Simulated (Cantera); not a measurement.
Input: 1 mol SiH4, 0.29 mol HCl, 13 mol H2, equilibrated at 101000 Pa.

Cantera equilibrium calculation (NASA polynomials, part measured and part estimated; ideal gas, pure solids and liquids). Candidate condensed phases: Si; 19 gas species. Gases not in the tables: Si2H6 and higher silanes. Equilibrium is a limit: real reactors are often held back by kinetics, nucleation or transport.

### Question
Which condensed phases are stable at each of these points (T (K)): 825, 975, 1125, 1275, 1425, 1575, 1725?

### Answer
```
T (K)  condensed phases  Si condensed (%)
-----  ----------------  ----------------
825               Si(s)              91.4
975               Si(s)              92.6
1125              Si(s)              95.2
1275              Si(s)              97.7
1425              Si(s)              98.4
1575              Si(s)              98.4
1725              Si(l)              98.4
```

From 825 K to 1575 K the condensed part is Si(s). At 1725 K the condensed part is Si(l).
